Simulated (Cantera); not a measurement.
## Equilibrium for carbothermic reduction: Fe3O4 + C + H2

A closed system holds: 1 mol Fe3O4, 0.57 mol C, 0.25 mol H2, held at 1498 K and 10000 Pa.

Equilibrium computed with Cantera from the NASA thermochemical tables; the gas is ideal and each condensed phase is pure. Candidate condensed phases: C, C6H6, C7H8, C8H18, Fe, Fe(CO)5, FeO, Fe(OH)2, Fe(OH)3, Fe2O3, Fe3O4, H2O; 114 gas species. The tables' stoichiometric FeO is somewhat more stable than real wüstite, so its field is too wide. FeO: taken at fixed stoichiometry. The numbers say what is thermodynamically allowed, not how fast it happens.

```yaml
x(CO): 0.379
x(CO2): 0.316
x(H2O): 0.208
x(H2): 0.0967
x(H): 1.69e-5
x(Fe(OH)2): 3.18e-6
x(OH): 1.03e-6
n(FeO(s)): 3.00 mol
gas_amount: 0.8200 mol
log10 activity of Fe(γ) (absent): -0.71
log10 activity of C(graphite) (absent): -4.51
log10 activity of Fe(OH)2(s) (absent): -7.24
```
